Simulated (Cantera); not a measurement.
A closed system holds: 1 mol Fe2O3, a varied amount of H2S, 6.7 mol N2, equilibrated at 1350 K and 76.0 mbar.

Method: chemical equilibrium by Gibbs-energy minimisation in Cantera with the NASA 1993 tables (ideal gas, pure condensed phases). Candidate condensed phases: Fe, FeO, Fe(OH)2, Fe(OH)3, FeS, FeSO4, FeS2, Fe2O3, Fe2(SO4)3, Fe3O4, H2O, H2SO4, S; 38 gas species. Metal and sulfide melt together well below either melting point, which pure phases cannot show. Mutual solubility and eutectic melting of coexisting phases are not modelled. The tables' stoichiometric FeO is somewhat more stable than real wüstite, so its field is too wide. FeO, FeS: taken at fixed stoichiometry. Kinetics and transport are ignored.

x: gas mole fraction; n: condensed amount in mol.

```tsv
n(H2S) (mol)	x N2	x H2O	x SO2	x H2	x S2	n FeO(s)	n Fe3O4(s)	n FeS(s)
0.24	0.933	0.0325	0.0331	0.000869	0.000109	1.13	0.291	0
0.49	0.885	0.0585	0.0365	0.00492	0.0131	2.00	0	0
0.74	0.855	0.0846	0.0343	0.00767	0.0155	1.80	0	0.205
0.99	0.828	0.110	0.0338	0.00997	0.0153	1.56	0	0.438
1.2	0.806	…	0.0334	…	0.0152	…	0	…
1.5	0.777	…	0.0329	…	0.0151	…	0	…
1.7	0.759	0.172	0.0326	0.0159	0.0150	0.899	0	1.10
```

**Question.** What belongs in the gaps?

**Answer.** 
- 1.2, x H2O: 0.129
- 1.2, x H2: 0.0118
- 1.2, n FeO(s): 1.37
- 1.2, n FeS(s): 0.634
- 1.5, x H2O: 0.156
- 1.5, x H2: 0.0143
- 1.5, n FeO(s): 1.09
- 1.5, n FeS(s): 0.915
